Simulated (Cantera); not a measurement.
Charge: 1 mol Cr, 0.19 mol N2O, at 2175 K.

These are equilibrium values from Cantera (NASA tables, ideal gas, pure condensed phases), not measurements of a reactor. Candidate condensed phases: Cr, CrN, Cr2N, Cr2O3; 14 gas species. Mutual solubility and eutectic melting of coexisting phases are not modelled. Equilibrium is a limit: real reactors are often held back by kinetics, nucleation or transport.

x: gas mole fraction; n: condensed amount in mol.

```tsv
P (Pa)	x N2	x Cr	x CrO	x O	x CrO2	x O2	n Cr2O3(s)	n Cr(l)
0.100	0.142	0.719	0.0280	0.108	0.000462	0.00220	0	0
1.50	0.154	0.700	[?]	[?]	[?]	0.00227	0	0
22	0.159	0.693	0.134	0.00244	0.0110	0.000247	0	0
320	0.174	0.791	0.0340	3.73e-5	0.000618	8.39e-7	0.0505	0
4600	0.851	0.146	0.00328	1.35e-6	3.11e-5	1.59e-8	0.0631	0.840
68000	0.990	[?]	[?]	[?]	[?]	[?]	0.0633	0.871
1000000	0.999	0.000672	1.51e-5	6.22e-9	1.43e-7	7.29e-11	0.0633	0.873
```

### Question
What belongs in the gaps?

### Answer

- 68000, x Cr: 0.00989
- 68000, x CrO: 0.000222
- 68000, x O: 9.15e-8
- 68000, x CrO2: 2.10e-6
- 68000, x O2: 1.07e-9
- 1.50, x CrO: 0.107
- 1.50, x O: 0.0283
- 1.50, x CrO2: 0.00695
